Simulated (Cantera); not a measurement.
A perfectly stirred reactor is fed with NH₃ : N₂ = 1 : 0.82 (molar parts), at 1.80 bar; it is held at 1800 K, and followed from long to short residence time.

Detailed kinetics in Cantera: the gas-phase N/H chemistry of the illustrative SiF4/NH3 mechanism in the Surface Chemkin manual (1991). Walls and surfaces, which speed up NH3 decomposition in real reactors, are not modelled.

### Question
Predict: x(NH₃) at τ = 0.790 s; x(N₂) at τ = 0.790 s; x(N) at τ = 0.790 s; x(N₂H₄) at τ = 0.790 s; x(N₂H₂) at τ = 0.790 s; x(NH₃) at τ = 34.0 ms; x(N₂) at τ = 34.0 ms; x(N) at τ = 34.0 ms; x(N₂H₄) at τ = 34.0 ms; x(N₂H₂) at τ = 34.0 ms.

### Answer
- x(NH₃) at τ = 0.790 s = 0.150
- x(N₂) at τ = 0.790 s = 0.463
- x(N) at τ = 0.790 s = 7.00e-8
- x(N₂H₄) at τ = 0.790 s = 5.79e-8
- x(N₂H₂) at τ = 0.790 s = 1.56e-7
- x(NH₃) at τ = 34.0 ms = 0.467
- x(N₂) at τ = 34.0 ms = 0.453
- x(N) at τ = 34.0 ms = 6.10e-8
- x(N₂H₄) at τ = 34.0 ms = 3.51e-7
- x(N₂H₂) at τ = 34.0 ms = 9.39e-7
